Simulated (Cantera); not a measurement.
Mixture: CO : H2 : O2 : N2 = 1 : 0.053 : 0.405 : 1.52 (molar parts), equivalence ratio 1.3, at 2.07 atm, adiabatic and at constant pressure. Ignition delay is the time to a rise of 400 K.

Cantera simulation using GRI-Mech 3.0 (53 species, 325 reactions); the numbers are that mechanism's predictions, not measurements. The hydrogen kinetics of GRI-Mech 3.0 are dated; newer H2 mechanisms differ, most at raised pressure. Where the delays flatten at high temperature, the 400 K rule measures the pace of heat release, not the induction time.

Question: Predict: delay at 973 K; delay at 1123 K; delay at 1273 K; delay at 1423 K.

Answer: 
- delay at 973 K = 4.37 ms
- delay at 1123 K = 0.136 ms
- delay at 1273 K = 53.9 µs
- delay at 1423 K = 35.4 µs
